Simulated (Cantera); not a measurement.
Input: 1 mol Ta2O5, 250 mol H2, at 5.50 mbar.

Method: chemical equilibrium by Gibbs-energy minimisation in Cantera with the NASA 1993 tables (ideal gas, pure condensed phases). Candidate condensed phases: H2O, Ta, Ta2O5; 12 gas species. Mutual solubility and eutectic melting of coexisting phases are not modelled. Condensed phases not in the tables: N, O or C dissolved in the metal. Rates play no part.

log p: log10 of the partial pressure in bar; n: condensed amount in mol.

```csv
T (K),log p H2,log p H,log p H2O,log p TaO2,n Ta2O5(s),n Ta(s),n Ta2O5(l)
800,-2.26,-12.67,-11.04,<-14,1.00,0,0
900,-2.26,-11.06,-9.89,<-14,1.000,0,0
1000,-2.26,-9.77,-8.97,<-14,1.000,0,0
1100,-2.26,-8.72,-8.23,<-14,1.000,0,0
1200,-2.26,___,___,<-14,1.000,___,0
1300,-2.26,-7.09,-7.10,<-14,0.999,0.00144,0
1400,-2.26,-6.44,-6.66,-12.55,0.998,0.00395,0
1500,-2.26,-5.88,-6.29,-11.08,0.995,0.00939,0
1600,-2.26,-5.39,-5.96,-9.79,0.990,0.0199,0
1700,-2.26,-4.96,-5.68,-8.66,0.981,0.0384,0
1800,-2.26,-4.58,-5.42,-7.66,0.965,0.0684,0
1900,-2.26,___,___,___,0.939,___,0
2000,-2.27,-3.92,-5.01,-5.98,0.888,0.166,0
2100,-2.28,-3.65,-4.85,-5.29,0,0.188,0.762
```

What belongs in the gaps?


- 1200, log p H: -7.83
- 1200, log p H2O: -7.62
- 1200, n Ta(s): 0.000441
- 1900, log p H: -4.23
- 1900, log p H2O: -5.20
- 1900, log p TaO2: -6.78
- 1900, n Ta(s): 0.112
